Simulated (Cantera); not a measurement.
A perfectly stirred reactor is fed with H2 : O2 : N2 : NO = 1 : 0.962 : 3.62 : 0.0069 (molar parts), at 18.8 atm; it is adiabatic with a 475 K inlet, and is followed from long to short residence time, starting on the burning branch (τ in s: 0.44, 0.16, 0.062, 0.023, 0.0086, 0.0032, 0.0012, 0.00045, 0.00017, 6.3e-05, 2.4e-05).

Model: GRI-Mech 3.0 (53 species, 325 reactions), integrated in Cantera. The hydrogen kinetics of GRI-Mech 3.0 are dated; newer H2 mechanisms differ, most at raised pressure. The pressure lies above the range GRI-Mech 3.0 was tuned for (to about 10 atm). The mechanism lacks 2 NO + O2 → 2 NO2 and HONO, so NO2 and the effect of NO are under-described below about 1400 K.

Question: What does this change do: inlet temperature 475 to 750 K?

Answer: 
```json
[
 {"quantity": "blow-out, bracketed by the residence times tried", "before": "burning at 24.0 µs, the shortest tried", "after": "burning at 24.0 µs, the shortest tried"},
 {"quantity": "x(H2) at τ = 0.440 s", "before": "1.25e-5", "after": "6.60e-5"},
 {"quantity": "x(O2) at τ = 0.440 s", "before": "0.0906", "after": "0.0891"},
 {"quantity": "x(NO) at τ = 0.440 s", "before": "0.00145", "after": "0.00395"},
 {"quantity": "x(OH) at τ = 0.440 s", "before": "0.000456", "after": "0.00144"},
 {"quantity": "x(NO2) at τ = 0.440 s", "before": "9.89e-6", "after": "1.77e-5"},
 {"quantity": "x(H2) at τ = 3.20 ms", "before": "0.000161", "after": "0.000139"},
 {"quantity": "x(O2) at τ = 3.20 ms", "before": "0.0906", "after": "0.0903"},
 {"quantity": "x(NO) at τ = 3.20 ms", "before": "0.00134", "after": "0.00141"},
 {"quantity": "x(OH) at τ = 3.20 ms", "before": "0.000699", "after": "0.00165"},
 {"quantity": "x(NO2) at τ = 3.20 ms", "before": "1.80e-5", "after": "7.31e-6"}
]
```
